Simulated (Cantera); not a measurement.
Input (Python, Cantera):

```python
import numpy as np
import cantera as ct

gas = ct.Solution("gri30.yaml", transport_model="multicomponent")
show = ['NH3', 'H2', 'CO2']

rows = []
print(f"{'T/K':>7s}{'rho':>11s}{'cp':>10s}{'mu':>11s}{'lambda':>11s}{'Pr':>7s}" + "".join(f"{'D_' + s:>11s}" for s in show))
for T in [400, 550, 700, 850, 1000, 1150]:
    gas.TPX = T, 32000, {'H2': 0.85, 'C2H6': 0.88}
    Pr = gas.cp_mass * gas.viscosity / gas.thermal_conductivity
    D = [gas.mix_diff_coeffs_mole[gas.species_index(s)] for s in show]
    rows.append([gas.density, gas.cp_mass, gas.viscosity, gas.thermal_conductivity, Pr, *D])
    print(f"{T:7g}{gas.density:11.4e}{gas.cp_mass:10.1f}{gas.viscosity:11.4e}"
          f"{gas.thermal_conductivity:11.4e}{Pr:7.3f}" + "".join(f"{d:11.4e}" for d in D))
print("SI units: kg/m3, J/kg/K, Pa s, W/m/K, m2/s")
```

Output:

```
    T/K        rho        cp         mu     lambda     Pr      D_NH3       D_H2      D_CO2
    400 1.5670e-01    2918.0 1.3048e-05 8.4669e-02  0.450 1.3505e-04 2.9841e-04 9.9399e-05
    550 1.1397e-01    3498.1 1.7012e-05 1.1860e-01  0.502 2.4758e-04 5.1447e-04 1.7828e-04
    700 8.9544e-02    3992.1 2.0520e-05 1.5294e-01  0.536 3.8638e-04 7.7301e-04 2.7411e-04
    850 7.3742e-02    4389.4 2.3702e-05 1.8738e-01  0.555 5.4849e-04 1.0704e-03 3.8512e-04
   1000 6.2681e-02    4741.8 2.6635e-05 2.2160e-01  0.570 7.3180e-04 1.4040e-03 5.1006e-04
   1150 5.4505e-02    5028.3 2.9375e-05 2.5553e-01  0.578 9.3476e-04 1.7719e-03 6.4801e-04
SI units: kg/m3, J/kg/K, Pa s, W/m/K, m2/s
```

Cantera simulation using GRI-Mech 3.0 (53 species, 325 reactions); the numbers are that mechanism's predictions, not measurements. The composition is frozen, though it would react at the higher temperatures.
